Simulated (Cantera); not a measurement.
Feed: 1 mol Si3N4, 0.056 mol CO2, 6.9 mol H2, equilibrated at 101000 Pa.

Points: T (K) = 1198, 1298, 1398, 1498, 1598, 1698, 1798, 1898, 1998.

Cantera's Mixture.equilibrate('TP', solver="vcs", rtol=1e-11, max_steps=5000) on the NASA tables stopped like this:

```
ERROR: FAILURE its = 5001!

*******************************************************************************
CanteraError thrown by MultiPhase::equilibrate:
VCS solver failed. Return code: -1
*******************************************************************************
```

Question: What got this run through?

Answer: Several could match; the one computed here: The failure is numerical, not chemical. The same input converged with solver="gibbs", rtol=1e-10, max_steps=50000, and the result passed a check of the equilibrium conditions:
```
log10 of partial pressures in bar; condensed amounts in mol
       T/K        H2        N2       CH4       SiO        CO         H     C(gr)     Si(L)    SiC(b) Si2N2O(s)  Si3N4(a)
      1198    -0.000    -2.261    -2.084   -11.847    -7.974    -6.721         0         0         0     0.112    0.9253
      1298    -0.000    -2.261    -2.099    -9.891    -6.580    -5.970   0.00177         0         0     0.112    0.9253
      1398     0.001    -2.049    -2.540    -8.291    -5.747    -5.325         0         0   0.03599     0.112    0.9133
      1498     0.001    -1.985    -3.154    -6.869    -5.298    -4.764         0         0   0.05093     0.112    0.9084
      1598     0.001    -1.971    -3.718    -5.616    -4.947    -4.273         0         0   0.05443    0.1119    0.9072
      1698     0.001    -1.968    -4.218    -4.511    -4.647    -3.839         0         0   0.05528    0.1116    0.9071
      1798     0.001    -1.963    -4.661    -3.533    -4.378    -3.453         0         0   0.05543    0.1097    0.9076
      1898    -0.013    -1.398    -4.707    -2.849    -3.577    -3.113         0    0.3128   0.05345       0.1    0.8077
      1998    -0.074    -0.796    -4.781    -2.267    -2.763    -2.832         0     1.852   0.03919   0.05372    0.3187
```

The gas is ideal and each condensed phase is pure. Mutual solubility and eutectic melting of coexisting phases are not modelled. Gases not in the tables: Si2H6 and higher silanes.
